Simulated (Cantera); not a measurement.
An isothermal, constant-pressure homogeneous reactor starts with 4.67 % CH4, 95.3 % H2, 0.00219 % N2, at 1850 K and 20.0 Torr.

Cantera simulation using GRI-Mech 3.0 (53 species, 325 reactions); the numbers are that mechanism's predictions, not measurements. GRI-Mech 3.0 stops at C3 and has no aromatics, soot or wall deposition, so with more carbon than oxygen in the feed, carbon stays in small species such as C2H2 where larger ones or solid carbon would form. Radical loss at walls, strong at low pressure, is not modelled.

One state of this run: x CH4 = 0.0459; x H2 = 0.953; x HCN = <1e-12; x C2H2 = 1.68e-5; x C2H4 = 3.69e-5; x C2H = 1.28e-10. x: mole fraction; the columns are a selection and need not sum to one.

Question: Which value of t (s) does it belong to?
(A) 0.0996
(B) 0.00331
(C) 0.000257
(D) 0.000602

Answer: B, 0.00331
